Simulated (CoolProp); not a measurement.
Vapour-liquid equilibrium of R143a (1) + R134a (2) at -46.45 °C; x and y are mole fractions of (1).

The numbers come from the multi-fluid Helmholtz-energy mixture model, Lemmon and Jacobsen 2000 and Tillner-Roth 1994; pair parameters Lemmon 2004 in CoolProp.

Question: Give the bubble pressure and the first vapour's composition at x = 0.05, 0.425, 0.95. Is there an azeotrope?

Answer: x = 0.05: 39.47 kPa, y = 0.130; x = 0.425: 65.22 kPa, y = 0.676; x = 0.95: 101.7 kPa, y = 0.981. No azeotrope shows between x = 0.05 and 0.95.

The pair parameters rest on a limited set of measurements; away from them the model extrapolates.
